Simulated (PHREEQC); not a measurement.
0.017 g of hydrous ferric oxide (600 m²/g; 0.2 weak and 0.005 strong sites per Fe, Dzombak-Morel constants, diffuse double layer) in 1 kg of water with 0.3 mol/kgw of an inert sodium salt and 9.9e-05 mol/kgw Na2SO4, 4.6e-07 mol/kgw NaF and 9.9e-05 mol/kgw ZnCl2, at 25 °C; the pH is set by adding NaOH or the inert anion's acid. Oxygen alone is held at its pressure in air (log pO2 = -0.68). No CO2 enters from the air. No solid was allowed to form.

All values are PHREEQC results (ion-association model, wateq4f.dat), not measurements.

Predict S sorbed (%) at pH = 3.38, 6.75, 7.5.


```json
[
 {"pH": "3.38", "S sorbed (%)": "6.4"},
 {"pH": "6.75", "S sorbed (%)": "0.4"},
 {"pH": "7.5", "S sorbed (%)": "0.2"}
]
```

Along this series the solution becomes supersaturated in solids that the run did not let form, among them Zn(OH)2-e. Complexes and solids missing from the database can't appear. The oxide is taken as insoluble; below pH 4 it would dissolve.
